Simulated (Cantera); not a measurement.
## Hydrogen reduction and annealing atmospheres: PbS + H₂

A closed system holds: 1 mol PbS, 720 mol H₂, at 11000 Pa.

Method: chemical equilibrium by Gibbs-energy minimisation in Cantera with the NASA 1993 tables (ideal gas, pure condensed phases). Candidate condensed phases: Pb, PbS, S; 10 gas species. Equilibrium is a limit: real reactors are often held back by kinetics, nucleation or transport.

```csv
T (K),log p H₂,log p H₂S,log p Pb,log p PbS,log p H,log p SH,n Pb(l),n PbS(s)
725,-0.96,-4.21,-8.47,-8.45,<-12,-12.20,0.406,0.594
775,-0.96,-3.85,-7.60,-7.41,-12.48,-11.08,0.917,0.0825
825,-0.96,-3.82,-6.84,-6.77,-11.58,-10.38,0.998,0
875,-0.96,-3.82,-6.17,-6.24,-10.78,-9.78,0.992,0
925,-0.96,-3.82,-5.57,-5.77,-10.06,-9.26,0.972,0
975,-0.96,-3.83,-5.04,-5.36,-9.42,-8.79,0.911,0
1025,-0.96,-3.85,-4.56,-5.00,-8.84,-8.38,0.752,0
1075,-0.96,-3.88,-4.12,-4.69,-8.31,-8.02,0.368,0
1125,-0.96,-3.90,-3.90,-4.57,-7.83,-7.68,0,0
1175,-0.96,-3.89,-3.89,-4.63,-7.39,-7.35,0,0
1225,-0.96,-3.88,-3.88,-4.68,-6.99,-7.04,0,0
1275,-0.96,-3.87,-3.87,-4.73,-6.61,-6.76,0,0
1325,-0.96,-3.87,-3.87,-4.78,-6.27,-6.50,0,0
```
log p: log10 of the partial pressure in bar; n: condensed amount in mol.

From 725 K to 775 K the condensed part is Pb(l) + PbS(s). From 825 K to 1075 K the condensed part is Pb(l). From 1125 K to 1325 K nothing is condensed. The main Pb-bearing gas is PbS at 725 K and Pb at 1325 K.
